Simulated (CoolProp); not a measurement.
A single-stage vapour-compression cycle with ethane: evaporating at 236.15 K (dew point), condensing at 275.15 K (bubble point), superheat 5 K, subcooling 2 K, compressor efficiency 0.7, no pressure losses. Each further row changes one setting.

The numbers come from the reference Helmholtz-energy equation of state, Bücker 2006 in CoolProp.

| case | cooling COP | pressure ratio | discharge temperature (K) | refrigerating effect (kJ/kg) | volumetric capacity (kJ/m³) |
|---|---|---|---|---|---|
| as stated | 3.19 | 2.92 | 311.5 | 300 | 4470 |
| evaporating temperature 241.15 K | 3.83 | 2.50 | 306.8 | 303 | 5290 |
| condensing temperature 270.15 K | 3.83 | 2.59 | 303.2 | 317 | 4730 |
| subcooling 7 K | 3.38 | 2.92 | 311.5 | 317 | 4730 |
| superheat 15 K | 3.18 | 2.92 | 322.6 | 318 | 4460 |
| compressor efficiency 0.6 | 2.74 | 2.92 | 318.5 | 300 | 4470 |
